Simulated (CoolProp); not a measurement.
Vapour-liquid equilibrium of R152A (1) + isobutene (2) at 279.2 K; x and y are mole fractions of (1).

The numbers come from the multi-fluid Helmholtz-energy mixture model, Outcalt 1996 and Lemmon 2005; pair parameters Bell 2016 in CoolProp.

Give the bubble pressure and the first vapour's composition at x = 0.35, 0.425, 0.725. Is there an azeotrope?

x = 0.35: 2.915 bar, y = 0.571; x = 0.425: 3.036 bar, y = 0.614; x = 0.725: 3.316 bar, y = 0.766. y crosses x between x = 0.8 and 0.875: the model has an azeotrope there.

The pair parameters rest on a limited set of measurements; away from them the model extrapolates.
